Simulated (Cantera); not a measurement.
Charge: 1 mol Cu, 0.13 mol CO₂, 230 mol N₂, 0.023 mol H₂O, at 5700 Pa.

Method: chemical equilibrium by Gibbs-energy minimisation in Cantera with the NASA 1993 tables (ideal gas, pure condensed phases). Candidate condensed phases: C, C₆H₆, C₇H₈, C₈H₁₈, Cu, CuO, Cu(OH)₂, Cu₂O, H₂O; 139 gas species. Equilibrium is a limit: real reactors are often held back by kinetics, nucleation or transport.

Which condensed phases are stable at each of these points (T (K)): 1123, 1173, 1223, 1273, 1323, 1373, 1423, 1473, 1523, 1573, 1623, 1673, 1723?


```tsv
T (K)	condensed phases	Cu condensed (%)
1123	Cu(s)	100.0
1173	Cu(s)	100.0
1223	Cu(s)	100.0
1273	Cu(s)	100.0
1323	Cu(s)	99.9
1373	Cu(l)	99.7
1423	Cu(l)	99.2
1473	Cu(l)	97.9
1523	Cu(l)	95.1
1573	Cu(l)	89.3
1623	Cu(l)	77.5
1673	Cu(l)	54.9
1723	Cu(l)	13.3
```

From 1123 K to 1323 K the condensed part is Cu(s). From 1373 K to 1723 K the condensed part is Cu(l).
